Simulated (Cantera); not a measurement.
A perfectly stirred reactor is fed with CO : H2 : O2 : N2 = 1 : 0.066 : 0.41 : 1.03 (molar parts), equivalence ratio 1.3, at 0.770 bar; it is adiabatic with a 750 K inlet, and is followed from long to short residence time, starting on the burning branch (τ in s: 0.078, 0.03, 0.012, 0.0045, 0.0017, 0.00066, 0.00026, 9.8e-05, 3.8e-05, 1.5e-05, 5.6e-06).

Detailed kinetics in Cantera: GRI-Mech 3.0 (53 species, 325 reactions).

x: mole fraction; the columns are a selection and need not sum to one.

| τ (s) | T (K) | x CO | x H2 | x O2 | x OH | x O | x CO2 |
|---|---|---|---|---|---|---|---|
| 0.078 | 2676 | 0.181 | 0.00223 | 0.0270 | 0.00761 | 0.00657 | 0.275 |
| 0.030 | 2660 | 0.183 | 0.00226 | 0.0281 | 0.00774 | 0.00699 | 0.273 |
| 0.012 | 2618 | 0.187 | 0.00234 | 0.0307 | 0.00801 | 0.00806 | 0.267 |
| 0.0045 | 2506 | 0.199 | 0.00256 | 0.0369 | 0.00850 | 0.0112 | 0.251 |
| 0.0017 | [?] | 0.215 | 0.00292 | [?] | 0.00860 | [?] | [?] |
| 0.00066 | 2075 | 0.230 | 0.00316 | 0.0519 | 0.00766 | 0.0261 | 0.204 |
| 0.00026 | 1838 | 0.243 | 0.00308 | 0.0575 | 0.00587 | 0.0344 | 0.184 |
| 9.8e-5 | [?] | [?] | 0.00294 | [?] | [?] | 0.0357 | [?] |
| 3.8e-5 | 750 | 0.399 | 0.0263 | 0.164 | <1e-12 | <1e-12 | 1.24e-12 |
| 1.5e-5 | 750 | 0.399 | 0.0263 | 0.164 | <1e-12 | <1e-12 | <1e-12 |
| 5.6e-6 | 750 | 0.399 | 0.0263 | 0.164 | <1e-12 | <1e-12 | <1e-12 |

Complete the blanks.


- 0.0017, T (K): 2305
- 0.0017, x O2: 0.0454
- 0.0017, x O: 0.0177
- 0.0017, x CO2: 0.227
- 9.8e-5, T (K): 1567
- 9.8e-5, x CO: 0.269
- 9.8e-5, x O2: 0.0725
- 9.8e-5, x OH: 0.00373
- 9.8e-5, x CO2: 0.149
